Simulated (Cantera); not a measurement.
What does this Cantera script print?

```python
import numpy as np
import cantera as ct

gas_names = """
    CL CLO CL2 H HCL HOCL HO2 H2 H2O H2O2 Mg MgCL MgCL2 MgH MgO MgOH MgO2H2 Mg2 O OH O2 O3
""".split()
cond_names = """
    H2O(s) H2O(L) Mg(cr) Mg(L) MgCL2(s) MgCL2(L) MgO(s) MgO(L) MgO2H2(s)
""".split()


# ... load() reads the species with a 1 bar reference pressure and builds the phases ...
atoms = {
    'MgCl2': {'Mg': 1, 'CL': 2},
    'O2': {'O': 2},
    'H2': {'H': 2},
}
top_T = {}  # K; cautious upper limits of use, not melting points


# ... equilibrate(T, P, feed) seeds the gas with the atoms and calls Mixture.equilibrate('TP', solver="vcs", rtol=1e-11, max_steps=5000) ...
results = []
feed = {'MgCl2': 1, 'O2': 0.17, 'H2': 8.4}  # mol
P = 43  # Pa
for T in [900, 1000, 1100, 1200, 1300, 1400, 1500, 1600, 1700, 1800, 1900, 2000, 2100, 2200]:
    mix = equilibrate(T, P, feed)
    results.append((T, P, feed, dict(zip(mix.species_names, mix.species_moles))))

top = {s: max(r[3][s] / sum(r[3][g] for g in gas_names) for r in results) for s in gas_names}
cols = sorted((s for s in top if top[s] > 1e-05), key=lambda s: -top[s])[:5]
seen = [c for c in cond_names if any(r[3].get(c, 0) > 1e-12 for r in results)]
print("log10 of partial pressures in bar; condensed amounts in mol")
print(f"{'T/K':>10s}" + "".join(f"{s[:9]:>10s}" for s in cols + seen))
for T, P, feed, n in results:
    ng = sum(n[g] for g in gas_names)
    print(f"{T:10.4g}" + "".join(f"{np.log10(max(n[s] / ng * P / 1e5, 1e-99)):10.3f}" for s in cols)
          + "".join(f"{n.get(c, 0):10.4g}" for c in seen))
```

It prints:

```
log10 of partial pressures in bar; condensed amounts in mol
       T/K        H2         H       HCL        Mg     MgCL2  MgCL2(s)    MgO(s)
       900    -3.411   -11.637    -4.484   -14.321    -5.065    0.4812      0.34
      1000    -3.433   -10.361    -4.507   -11.728    -4.520         0      0.34
      1100    -3.433    -9.304    -4.507   -10.075    -4.520         0    0.3399
      1200    -3.433    -8.421    -4.507    -8.700    -4.520         0    0.3398
      1300    -3.433    -7.673    -4.507    -7.540    -4.520         0    0.3393
      1400    -3.434    -7.030    -4.502    -6.562    -4.524         0    0.3382
      1500    -3.437    -6.473    -4.471    -5.789    -4.544         0     0.335
      1600    -3.447    -5.988    -4.395    -5.261    -4.606         0    0.3236
      1700    -3.465    -5.564    -4.305    -4.910    -4.719         0      0.28
      1800    -3.496    -5.194    -4.240    -4.638    -4.874         0    0.1362
      1900    -3.531    -4.866    -4.192    -4.484    -5.112         0         0
      2000    -3.559    -4.568    -4.168    -4.443    -5.468         0         0
      2100    -3.595    -4.304    -4.188    -4.434    -5.888         0         0
      2200    -3.648    -4.074    -4.248    -4.447    -6.355         0         0
```

Equilibrium computed with Cantera from the NASA thermochemical tables; the gas is ideal and each condensed phase is pure. The tables' values for MgH are old estimates; treat these amounts as uncertain. Condensed phases not in the tables: MgOHCl.
